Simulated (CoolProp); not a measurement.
Saturated liquid density (kg/m³) of decamethyltetrasiloxane (MD2M): the reference equation beside estimates from Tc = 326.2 °C, pc = 11.44 bar, ω = 0.635. Rackett uses Z = 0.29056 − 0.08775 ω.

The numbers come from the reference Helmholtz-energy equation of state, Thol 2017 in CoolProp.

```tsv
T (°C)	reference	Rackett	van der Waals	Redlich-Kwong	Soave-Redlich-Kwong	Peng-Robinson
91.35	782.1	920.5	437.2	642.9	694.0	781.1
104.95	768.1	903.4	430.2	630.8	683.8	770.2
118.55	753.8	885.9	422.9	618.1	672.9	758.5
132.15	739.3	867.9	415.3	604.8	661.3	746.0
145.85	724.3	849.2	407.4	590.8	648.7	732.4
159.45	709.0	830.1	399.2	576.2	635.2	717.8
173.05	693.2	810.3	390.6	560.8	620.7	701.9
186.75	676.6	789.6	381.5	544.5	604.8	684.5
200.35	659.5	768.1	372.0	527.3	587.8	665.7
213.95	641.4	745.5	361.9	509.1	569.1	644.9
227.55	622.3	721.7	351.1	489.7	548.7	622.0
241.25	601.9	696.0	339.4	468.6	525.9	596.4
254.85	580.0	668.5	326.8	446.0	500.7	567.7
```

Absolute difference from the reference over all 13 rows, mean and median: Rackett 16.7 and 16.9 %, van der Waals 43.7 and 43.7 %, Redlich-Kwong 19.6 and 19.1 %, Soave-Redlich-Kwong 11.2 and 10.9 %, Peng-Robinson 0.9 and 0.9 %.
